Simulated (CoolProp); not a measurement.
Properties of sulfur hexafluoride along the isobar 101 kPa.

Model: reference Helmholtz-energy equation of state, Guder 2009, in CoolProp.

```tsv
T (K)	phase	Z	isothermal compressibility (1/MPa)	fugacity coefficient
309.1	gas	0.9900	10.00	0.9901
316.7	gas	0.9907	9.994	0.9908
324.4	gas	0.9915	9.987	0.9915
332	gas	0.9921	9.980	0.9922
339.6	gas	0.9927	9.974	0.9927
347.2	gas	0.9932	9.969	0.9933
354.9	gas	0.9937	9.964	0.9937
362.5	gas	0.9942	9.959	0.9942
370.1	gas	0.9946	9.955	0.9946
377.8	gas	0.9949	9.951	0.9950
385.4	gas	0.9953	9.948	0.9953
393	gas	0.9956	9.945	0.9956
400.6	gas	0.9959	9.942	0.9959
408.3	gas	0.9962	9.939	0.9962
415.9	gas	0.9964	9.936	0.9965
```
